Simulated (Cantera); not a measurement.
Input: 1 mol SiH₄, 690 mol H₂, equilibrated at 652 °C and 96.0 mbar.

Cantera equilibrium calculation (NASA polynomials, part measured and part estimated; ideal gas, pure solids and liquids). Candidate condensed phases: Si; 9 gas species. Rates play no part.

What is the equilibrium state?


| Quantity | Result |
|---|---|
| x(H₂) | 1.00 |
| n(Si(s)) | 1.000 mol |
| gas amount | 692.0 mol |
